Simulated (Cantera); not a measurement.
Feed: 1 mol SiHCl₃, 0.0061 mol C₃H₈, 360 mol H₂, at 0.110 bar.

These are equilibrium values from Cantera (NASA tables, ideal gas, pure condensed phases), not measurements of a reactor. Candidate condensed phases: C, C₆H₆, C₇H₈, C₈H₁₈, Si, SiC; 109 gas species. Mutual solubility and eutectic melting of coexisting phases are not modelled. Gases not in the tables: Si₂H₆ and higher silanes. Equilibrium is a limit: real reactors are often held back by kinetics, nucleation or transport.

Q: Which condensed phases are stable at each of these points (T (K)): 925, 1075, 1225, 1375, 1525, 1675, 1825, 1975, 2125, 2275, 2425, 2575?

A: 
| T (K) | condensed phases | Si condensed (%) |
|---|---|---|
| 925 | Si(s) + SiC(s) | 42.8 |
| 1075 | Si(s) + SiC(s) | 82.9 |
| 1225 | Si(s) + SiC(s) | 93.1 |
| 1375 | Si(s) + SiC(s) | 93.1 |
| 1525 | Si(s) + SiC(s) | 92.4 |
| 1675 | Si(s) + SiC(s) | 91.2 |
| 1825 | Si(l) + SiC(s) | 89.5 |
| 1975 | Si(l) + SiC(s) | 76.1 |
| 2125 | Si(l) | 13.0 |
| 2275 | gas only | 0.0 |
| 2425 | gas only | 0.0 |
| 2575 | gas only | 0.0 |

From 925 K to 1675 K the condensed part is Si(s) + SiC(s). From 1825 K to 1975 K the condensed part is Si(l) + SiC(s). At 2125 K the condensed part is Si(l). From 2275 K to 2575 K nothing is condensed.
